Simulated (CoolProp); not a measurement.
Properties of sulfur hexafluoride along the isobar 1.01 bar (Tc = 45.6 °C, pc = 37.55 bar, ω = 0.210).

Values from CoolProp's reference Helmholtz-energy equation of state, Guder 2009.

| T (°C) | phase | cp (kJ/(kg K)) | cv (kJ/(kg K)) | expansivity (1/kK) |
|---|---|---|---|---|
| -15.55 | gas | 0.6005 | (withheld) | 4.118 |
| -6.05 | gas | 0.6173 | (withheld) | 3.945 |
| 3.45 | gas | 0.6337 | 0.5730 | 3.789 |
| 12.95 | gas | 0.6496 | (withheld) | 3.645 |
| 22.45 | gas | 0.6649 | 0.6050 | 3.514 |
| 31.95 | gas | 0.6798 | 0.6201 | 3.392 |
| 41.45 | gas | 0.6940 | 0.6346 | 3.279 |
| 50.95 | gas | 0.7077 | 0.6485 | 3.175 |
| 60.45 | gas | 0.7209 | 0.6619 | 3.077 |
| 69.95 | gas | (withheld) | 0.6747 | 2.985 |
| 79.45 | gas | (withheld) | 0.6870 | 2.899 |
| 88.95 | gas | (withheld) | (withheld) | 2.819 |
| 98.45 | gas | 0.7684 | 0.7100 | 2.742 |

**Question.** Fill in the missing entries.

**Answer.** 
- -15.55, cv (kJ/(kg K)): 0.5388
- -6.05, cv (kJ/(kg K)): 0.5562
- 12.95, cv (kJ/(kg K)): 0.5893
- 69.95, cp (kJ/(kg K)): 0.7336
- 79.45, cp (kJ/(kg K)): 0.7457
- 88.95, cp (kJ/(kg K)): 0.7573
- 88.95, cv (kJ/(kg K)): 0.6987
